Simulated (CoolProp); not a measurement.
Saturation properties of isobutane (Tc = 134.7 °C, pc = 36.29 bar, ω = 0.184).

Values from CoolProp's reference Helmholtz-energy equation of state, Bücker 2006.

| T (°C) | p (bar) | vapour density (kg/m³) | enthalpy of vaporisation (kJ/kg) |
|---|---|---|---|
| 43.75 | 5.855 | 15.04 | 306.9 |
| 51.15 | 7.045 | 18.10 | 297.2 |
| 58.55 | 8.404 | 21.66 | 287.0 |
| 65.85 | 9.925 | 25.75 | 276.1 |
| 73.25 | 11.66 | 30.59 | 264.3 |
| 80.65 | 13.62 | 36.26 | 251.4 |
| 88.05 | 15.80 | 42.96 | 237.3 |
| 95.45 | 18.24 | 50.96 | 221.6 |
| 102.85 | 20.94 | 60.68 | 204.0 |
| 110.25 | 23.93 | 72.79 | 183.6 |
| 117.65 | 27.24 | 88.57 | 159.2 |

It boils at -11.7 °C under 1 atm.
